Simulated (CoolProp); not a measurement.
Saturation properties of octamethylcyclotetrasiloxane (D4).

The numbers come from the reference Helmholtz-energy equation of state, Thol 2015 in CoolProp.

```
T (K)  p (kPa)  liquid density (kg/m³)  vapour density (kg/m³)  liquid cp (kJ/(kg K))  surface tension (mN/m)
-----  -------  ----------------------  ----------------------  ---------------------  ----------------------
334.1    1.354                   909.4                  0.1449                  1.735                    15.3
340.5    1.911                   901.9                  0.2010                  1.747                    14.9
347      2.667                   894.3                  0.2755                  1.760                    14.4
353.4    3.644                   886.7                  0.3702                  1.773                    13.9
359.9    4.930                   879.0                  0.4925                  1.787                    13.5
366.3    6.546                   871.4                  0.6438                  1.801                    13.0
372.8    8.616                   863.6                  0.8346                  1.815                    12.6
379.2    11.16                   855.8                   1.065                  1.829                    12.1
385.6    14.28                   848.0                   1.345                  1.844                    11.7
392.1    18.16                   839.9                   1.688                  1.859                    11.2
398.5    22.76                   832.0                   2.091                  1.873                    10.8
405      28.37                   823.8                   2.576                  1.889                    10.3
```

It boils at 448.9 K under 1 atm.

Surface tension comes from a separate correlation (Mulero 2014), older than this fluid's equation and unchecked against measurements.
